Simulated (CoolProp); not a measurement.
A simple Rankine cycle with trans-2-butene: condensing at 289.15 K, boiler at 0.895 MPa, turbine inlet 350.5 K, turbine efficiency 0.65, pump efficiency 0.8, no recuperator. Each further row changes one setting.

Computed with CoolProp (reference Helmholtz-energy equation of state, Lemmon 2005). It is a short technical equation, of lower accuracy than the large ones.

```json
[
 {"case": "as stated", "thermal efficiency (%)": "9.4", "net work (kJ/kg)": "43.7", "heat in (kJ/kg)": "467", "turbine exit temperature (K)": "309.1", "volume ratio over the turbine": "[?]"},
 {"case": "turbine inlet 370.5 K", "thermal efficiency (%)": "9.4", "net work (kJ/kg)": "47.9", "heat in (kJ/kg)": "509", "turbine exit temperature (K)": "[?]", "volume ratio over the turbine": "[?]"},
 {"case": "condensing temperature 281.15 K", "thermal efficiency (%)": "10.5", "net work (kJ/kg)": "[?]", "heat in (kJ/kg)": "485", "turbine exit temperature (K)": "303.4", "volume ratio over the turbine": "6.88"},
 {"case": "boiler pressure 0.626 MPa", "thermal efficiency (%)": "7.6", "net work (kJ/kg)": "36.4", "heat in (kJ/kg)": "479", "turbine exit temperature (K)": "320.3", "volume ratio over the turbine": "3.56"},
 {"case": "turbine efficiency 0.55", "thermal efficiency (%)": "[?]", "net work (kJ/kg)": "36.8", "heat in (kJ/kg)": "467", "turbine exit temperature (K)": "313.2", "volume ratio over the turbine": "[?]"}
]
```

### Question
Fill in the missing entries.

### Answer

- as stated, volume ratio over the turbine: 5.25
- turbine inlet 370.5 K, turbine exit temperature (K): 330.9
- turbine inlet 370.5 K, volume ratio over the turbine: 5.14
- condensing temperature 281.15 K, net work (kJ/kg): 51.1
- turbine efficiency 0.55, thermal efficiency (%): 7.9
- turbine efficiency 0.55, volume ratio over the turbine: 5.33
